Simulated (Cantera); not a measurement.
# Cu + CO₂ + H₂ + NH₃ (metals in furnace atmospheres)

Charge: 1 mol Cu, 1.1 mol CO₂, 8.1 mol H₂, 0.23 mol NH₃, at 1775 K and 12.0 Pa.

Equilibrium computed with Cantera from the NASA thermochemical tables; the gas is ideal and each condensed phase is pure. Candidate condensed phases: C, C₆H₆, C₇H₈, C₈H₁₈, Cu, CuO, Cu(OH)₂, Cu₂O, H₂O; 139 gas species. Equilibrium is a limit: real reactors are often held back by kinetics, nucleation or transport.

The x(H₂) is 0.675, the x(CO) comes out as 0.0982 and the x(H₂O) is 0.0980. The x(Cu) is 0.0928, the x(H) is 0.0217 and the x(N₂) comes out as 0.0107. The x(CO₂) comes out as 0.00384. The x(OH) is 0.000196 and the x(O) comes out as 4.93e-6. The gas amount is 10.78 mol. The log10 activity of Cu(l) (absent) comes out as -1.56 and the log10 activity of C(graphite) (absent) is -7.58.
